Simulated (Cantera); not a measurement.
A Cantera script and what it prints.

```python
import numpy as np
import cantera as ct

gas_names = """
    CL CL2 H HCL H2 N NH NH2 NH3 N2 N2H2 N2H4 Si SiCL SiCL2 SiCL3 SiCL4 SiH SiHCL3 SiH2 SiH2CL2 SiH3
    SiH3CL SiH4 SiN Si2 Si2N Si3
""".split()
cond_names = """
    NH4CL(a) NH4CL(b) Si(cr) Si(L) Si3N4(a)
""".split()


# ... load() reads the species with a 1 bar reference pressure and builds the phases ...
atoms = {
    'Si2Cl6': {'Si': 2, 'CL': 6},
    'N2': {'N': 2},
    'H2': {'H': 2},
}
top_T = {'Si3N4(a)': 2400}  # K; cautious upper limits of use, not melting points


# ... equilibrate(T, P, feed) seeds the gas with the atoms and calls Mixture.equilibrate('TP', solver="vcs", rtol=1e-11, max_steps=5000) ...
results = []
T = 1475  # K
P = 13  # Pa
for m in [11, 14, 16, 20, 24, 29, 35, 43, 52]:
    feed = {'Si2Cl6': 1, 'N2': m, 'H2': 47}  # mol
    mix = equilibrate(T, P, feed)
    results.append((T, P, feed, dict(zip(mix.species_names, mix.species_moles))))
    x = sorted(zip(gas.X, gas.species_names), reverse=True)
    print(f"T = {T:g} K  P = {P:g} Pa  n(N2) = {m:g} mol  gas = {mix.phase_moles(0):.4g} mol")
    print("   x: " + "  ".join(f"{s} {v:.3e}" for v, s in x if v > 1e-06))
    print("   condensed (mol): " + ("  ".join(f"{mix.phase(i).name} {mix.phase_moles(i):.4g}"
          for i in range(1, mix.n_phases) if mix.phase_moles(i) > 1e-12) or "none"))
```

Result:

```
T = 1475 K  P = 13 Pa  n(N2) = 11 mol  gas = 61.03 mol
   x: H2 7.378e-01  N2 1.802e-01  HCL 6.357e-02  SiCL2 1.725e-02  H 9.771e-04  CL 6.821e-05  Si 4.424e-05  SiCL3 4.271e-05  SiCL 3.383e-05  SiH 1.544e-06
   condensed (mol): Si(cr) 0.9396
T = 1475 K  P = 13 Pa  n(N2) = 14 mol  gas = 64.04 mol
   x: H2 7.032e-01  N2 2.186e-01  HCL 6.060e-02  SiCL2 1.644e-02  H 9.539e-04  CL 6.660e-05  Si 4.424e-05  SiCL3 3.974e-05  SiCL 3.302e-05  SiH 1.507e-06
   condensed (mol): Si(cr) 0.9394
T = 1475 K  P = 13 Pa  n(N2) = 16 mol  gas = 65.4 mol
   x: H2 6.883e-01  N2 2.349e-01  HCL 5.995e-02  SiCL2 1.579e-02  H 9.437e-04  CL 6.660e-05  Si 4.248e-05  SiCL3 3.817e-05  SiCL 3.172e-05  SiH 1.432e-06
   condensed (mol): Si3N4(a) 0.3199
T = 1475 K  P = 13 Pa  n(N2) = 20 mol  gas = 69.36 mol
   x: H2 6.481e-01  N2 2.786e-01  HCL 5.815e-02  SiCL2 1.408e-02  H 9.158e-04  CL 6.657e-05  Si 3.791e-05  SiCL3 3.402e-05  SiCL 2.829e-05  SiH 1.240e-06
   condensed (mol): Si3N4(a) 0.3388
T = 1475 K  P = 13 Pa  n(N2) = 24 mol  gas = 73.33 mol
   x: H2 6.124e-01  N2 3.177e-01  HCL 5.616e-02  SiCL2 1.274e-02  H 8.902e-04  CL 6.615e-05  Si 3.474e-05  SiCL3 3.058e-05  SiCL 2.576e-05  SiH 1.105e-06
   condensed (mol): Si3N4(a) 0.3531
T = 1475 K  P = 13 Pa  n(N2) = 29 mol  gas = 78.31 mol
   x: H2 5.730e-01  N2 3.610e-01  HCL 5.365e-02  SiCL2 1.140e-02  H 8.610e-04  CL 6.532e-05  Si 3.190e-05  SiCL3 2.703e-05  SiCL 2.336e-05
   condensed (mol): Si3N4(a) 0.3668
T = 1475 K  P = 13 Pa  n(N2) = 35 mol  gas = 84.28 mol
   x: H2 5.319e-01  N2 4.063e-01  HCL 5.073e-02  SiCL2 1.015e-02  H 8.296e-04  CL 6.411e-05  Si 2.948e-05  SiCL3 2.362e-05  SiCL 2.119e-05
   condensed (mol): Si3N4(a) 0.3793
T = 1475 K  P = 13 Pa  n(N2) = 43 mol  gas = 92.26 mol
   x: H2 4.855e-01  N2 4.576e-01  HCL 4.714e-02  SiCL2 8.874e-03  H 7.926e-04  CL 6.236e-05  Si 2.723e-05  SiCL3 2.009e-05  SiCL 1.904e-05
   condensed (mol): Si3N4(a) 0.3917
T = 1475 K  P = 13 Pa  n(N2) = 52 mol  gas = 101.2 mol
   x: N2 5.057e-01  H2 4.421e-01  HCL 4.356e-02  SiCL2 7.785e-03  H 7.563e-04  CL 6.039e-05  Si 2.548e-05  SiCL 1.725e-05  SiCL3 1.706e-05
   condensed (mol): Si3N4(a) 0.4019
```

Method: chemical equilibrium by Gibbs-energy minimisation in Cantera with the NASA 1993 tables (ideal gas, pure condensed phases). The feed counts by its element totals alone. N2 is the only nitrogen source here; it is nearly inert below about 1500 K, so the nitride shown seldom forms there in practice. The tables' values for SiCl3, SiCl are old estimates; treat these amounts as uncertain.
